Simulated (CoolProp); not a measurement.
Saturation properties of isobutane.

The numbers come from the reference Helmholtz-energy equation of state, Bücker 2006 in CoolProp.

```json
[
 {"T (°C)": "46.35", "p (kPa)": "625.4", "liquid density (kg/m³)": "522.5", "vapour density (kg/m³)": "16.07", "vapour viscosity (µPa s)": "8.10", "liquid conductivity (mW/(m K))": "81.9"},
 {"T (°C)": "51.15", "p (kPa)": "704.5", "liquid density (kg/m³)": "515.7", "vapour density (kg/m³)": "18.10", "vapour viscosity (µPa s)": "8.25", "liquid conductivity (mW/(m K))": "80.4"},
 {"T (°C)": "55.95", "p (kPa)": "790.6", "liquid density (kg/m³)": "508.8", "vapour density (kg/m³)": "20.35", "vapour viscosity (µPa s)": "8.41", "liquid conductivity (mW/(m K))": "78.8"},
 {"T (°C)": "60.85", "p (kPa)": "886.3", "liquid density (kg/m³)": "501.4", "vapour density (kg/m³)": "22.88", "vapour viscosity (µPa s)": "8.59", "liquid conductivity (mW/(m K))": "77.3"},
 {"T (°C)": "65.65", "p (kPa)": "988.1", "liquid density (kg/m³)": "494.0", "vapour density (kg/m³)": "25.63", "vapour viscosity (µPa s)": "8.77", "liquid conductivity (mW/(m K))": "75.9"},
 {"T (°C)": "70.55", "p (kPa)": "1101", "liquid density (kg/m³)": "486.1", "vapour density (kg/m³)": "28.73", "vapour viscosity (µPa s)": "8.96", "liquid conductivity (mW/(m K))": "74.5"},
 {"T (°C)": "75.35", "p (kPa)": "1220", "liquid density (kg/m³)": "478.1", "vapour density (kg/m³)": "32.10", "vapour viscosity (µPa s)": "9.17", "liquid conductivity (mW/(m K))": "73.1"},
 {"T (°C)": "80.25", "p (kPa)": "1351", "liquid density (kg/m³)": "469.5", "vapour density (kg/m³)": "35.93", "vapour viscosity (µPa s)": "9.40", "liquid conductivity (mW/(m K))": "71.7"},
 {"T (°C)": "85.05", "p (kPa)": "1489", "liquid density (kg/m³)": "460.7", "vapour density (kg/m³)": "40.10", "vapour viscosity (µPa s)": "9.66", "liquid conductivity (mW/(m K))": "70.4"},
 {"T (°C)": "89.95", "p (kPa)": "1640", "liquid density (kg/m³)": "451.2", "vapour density (kg/m³)": "44.88", "vapour viscosity (µPa s)": "9.94", "liquid conductivity (mW/(m K))": "69.1"},
 {"T (°C)": "94.75", "p (kPa)": "1800", "liquid density (kg/m³)": "441.3", "vapour density (kg/m³)": "50.14", "vapour viscosity (µPa s)": "10.3", "liquid conductivity (mW/(m K))": "67.9"},
 {"T (°C)": "99.55", "p (kPa)": "1970", "liquid density (kg/m³)": "430.7", "vapour density (kg/m³)": "56.10", "vapour viscosity (µPa s)": "10.6", "liquid conductivity (mW/(m K))": "66.7"},
 {"T (°C)": "104.45", "p (kPa)": "2156", "liquid density (kg/m³)": "419.0", "vapour density (kg/m³)": "63.06", "vapour viscosity (µPa s)": "11.0", "liquid conductivity (mW/(m K))": "65.5"},
 {"T (°C)": "109.25", "p (kPa)": "2351", "liquid density (kg/m³)": "406.4", "vapour density (kg/m³)": "70.98", "vapour viscosity (µPa s)": "11.5", "liquid conductivity (mW/(m K))": "64.4"}
]
```

It boils at -11.7 °C under 1 atm.

Viscosity comes from a separate model (Vogel 2000). Thermal conductivity comes from a separate model (Perkins 2002).
